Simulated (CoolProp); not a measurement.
Toluene along the isotherm 346.85 °C: Z from the reference equation and from simpler models built on Tc = 318.6 °C, pc = 4126 kPa, ω = 0.266; each cubic takes its own stable root.

The numbers come from the reference Helmholtz-energy equation of state, Lemmon 2006 in CoolProp. It is a short technical equation, of lower accuracy than the large ones.

| p (kPa) | phase | reference | van der Waals | Redlich-Kwong | Peng-Robinson |
|---|---|---|---|---|---|
| 619 | gas | 0.9515 | 0.9589 | 0.9541 | 0.9499 |
| 1240 | gas | 0.9001 | 0.9145 | 0.9053 | 0.8973 |
| 1860 | gas | 0.8453 | 0.8662 | 0.8531 | 0.8419 |
| 2480 | gas | 0.7862 | 0.8125 | 0.7963 | 0.7829 |
| 3090 | gas | 0.7226 | 0.7522 | 0.7343 | 0.7200 |
| 3710 | gas | 0.6505 | 0.6785 | 0.6620 | 0.6492 |
| 4330 | supercritical | 0.5675 | 0.5799 | 0.5739 | 0.5681 |
| 4950 | supercritical | 0.4656 | 0.4170 | 0.4561 | 0.4718 |
| 5570 | supercritical | 0.3417 | 0.3685 | 0.3611 | 0.3794 |
| 6190 | supercritical | 0.2957 | 0.3754 | 0.3447 | 0.3435 |
